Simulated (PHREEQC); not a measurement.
Consider water at 25 °C with 0.0012 mol CaCl2, 3.1e-05 mol Na2CO3 and 0.00031 mol MgSO4 per kg of water. Closed to the air; pH follows from the charge balance.

All values are PHREEQC results (Pitzer model, pitzer.dat), not measurements.

Each row changes one thing in this solution. This is a speciation only: nothing precipitates in the calculation.

```json
[
 {"case": "as made", "pH": "9.37", "HCO3- (mol/kgw)": "2.68e-5", "CO3-2 (mol/kgw)": "3.68e-6", "MgOH+ (mol/kgw)": "8.90e-7", "MgCO3 (mol/kgw)": "5.16e-7", "CO2 (mol/kgw)": "2.33e-8", "SI of Magnesite (MgCO3)": "-1.38", "SI of Epsomite (MgSO4:7H2O)": "-5.48"},
 {"case": "Na2CO3 from 3.1e-05 to 6.2e-06 mol/kgw", "pH": "8.72", "HCO3- (mol/kgw)": "5.97e-6", "CO3-2 (mol/kgw)": "1.84e-7", "MgOH+ (mol/kgw)": "2.01e-7", "MgCO3 (mol/kgw)": "2.59e-8", "CO2 (mol/kgw)": "2.32e-8", "SI of Magnesite (MgCO3)": "-2.68", "SI of Epsomite (MgSO4:7H2O)": "-5.48"},
 {"case": "temperature from 25 to 70 °C", "pH": "(withheld)", "HCO3- (mol/kgw)": "3.01e-5", "CO3-2 (mol/kgw)": "4.65e-7", "MgOH+ (mol/kgw)": "1.83e-6", "MgCO3 (mol/kgw)": "1.21e-7", "CO2 (mol/kgw)": "3.39e-7", "SI of Magnesite (MgCO3)": "-2.16", "SI of Epsomite (MgSO4:7H2O)": "-5.76"},
 {"case": "1.5e-05 mol/kgw KCl added", "pH": "9.37", "HCO3- (mol/kgw)": "2.68e-5", "CO3-2 (mol/kgw)": "3.68e-6", "MgOH+ (mol/kgw)": "8.90e-7", "MgCO3 (mol/kgw)": "5.16e-7", "CO2 (mol/kgw)": "2.33e-8", "SI of Magnesite (MgCO3)": "-1.38", "SI of Epsomite (MgSO4:7H2O)": "-5.48"},
 {"case": "diluted 10-fold with water", "pH": "8.47", "HCO3- (mol/kgw)": "3.03e-6", "CO3-2 (mol/kgw)": "4.43e-8", "MgOH+ (mol/kgw)": "1.31e-8", "MgCO3 (mol/kgw)": "9.47e-10", "CO2 (mol/kgw)": "2.20e-8", "SI of Magnesite (MgCO3)": "-4.12", "SI of Epsomite (MgSO4:7H2O)": "-7.26"},
 {"case": "CaCl2 left out", "pH": "9.39", "HCO3- (mol/kgw)": "2.69e-5", "CO3-2 (mol/kgw)": "3.42e-6", "MgOH+ (mol/kgw)": "1.03e-6", "MgCO3 (mol/kgw)": "6.36e-7", "CO2 (mol/kgw)": "2.31e-8", "SI of Magnesite (MgCO3)": "-1.29", "SI of Epsomite (MgSO4:7H2O)": "-5.33"},
 {"case": "temperature from 25 to 60 °C", "pH": "(withheld)", "HCO3- (mol/kgw)": "2.99e-5", "CO3-2 (mol/kgw)": "7.39e-7", "MgOH+ (mol/kgw)": "1.55e-6", "MgCO3 (mol/kgw)": "1.67e-7", "CO2 (mol/kgw)": "1.95e-7", "SI of Magnesite (MgCO3)": "(withheld)", "SI of Epsomite (MgSO4:7H2O)": "(withheld)"},
 {"case": "MgSO4 from 0.00031 to 0.00155 mol/kgw", "pH": "9.30", "HCO3- (mol/kgw)": "2.59e-5", "CO3-2 (mol/kgw)": "3.27e-6", "MgOH+ (mol/kgw)": "3.38e-6", "MgCO3 (mol/kgw)": "1.79e-6", "CO2 (mol/kgw)": "2.59e-8", "SI of Magnesite (MgCO3)": "-0.84", "SI of Epsomite (MgSO4:7H2O)": "-4.19"},
 {"case": "diluted 2-fold with water", "pH": "9.12", "HCO3- (mol/kgw)": "1.44e-5", "CO3-2 (mol/kgw)": "1.03e-6", "MgOH+ (mol/kgw)": "2.66e-7", "MgCO3 (mol/kgw)": "8.60e-8", "CO2 (mol/kgw)": "2.28e-8", "SI of Magnesite (MgCO3)": "-2.16", "SI of Epsomite (MgSO4:7H2O)": "(withheld)"}
]
```

Q: Complete the blanks.

A: 
- temperature from 25 to 70 °C, pH: 8.21
- temperature from 25 to 60 °C, pH: 8.43
- temperature from 25 to 60 °C, SI of Magnesite (MgCO3): -1.99
- temperature from 25 to 60 °C, SI of Epsomite (MgSO4:7H2O): -5.71
- diluted 2-fold with water, SI of Epsomite (MgSO4:7H2O): -5.99

Away from 25 °C the constants follow the database's enthalpies or fits; those with neither stay at their 25 °C values.
